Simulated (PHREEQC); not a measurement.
Consider water at 20 °C with 4.9 mol NaOH and 0.085 mol Na2SO4 per kg of water. Closed to the air; pH follows from the charge balance.

The numbers come from PHREEQC with the Pitzer model, pitzer.dat.

```json
[
 {"quantity": "pH", "before": "15.08", "after": "7.30"},
 {"quantity": "SI of Mirabilite (Na2SO4:10H2O)", "before": "-1.12", "after": "-2.15"},
 {"quantity": "SI of Thenardite (Na2SO4)", "before": "-1.27", "after": "-3.32"}
]
```

Q: What was changed between the two runs?
(A) NaOH left out
(B) diluted 5-fold with water
(C) Na2SO4 from 0.085 to 0.17 mol/kgw
(D) diluted 2-fold with water

A: A, NaOH left out

This is a speciation only: nothing precipitates in the calculation. In brines, pH and single-ion activities rest on the MacInnes convention.
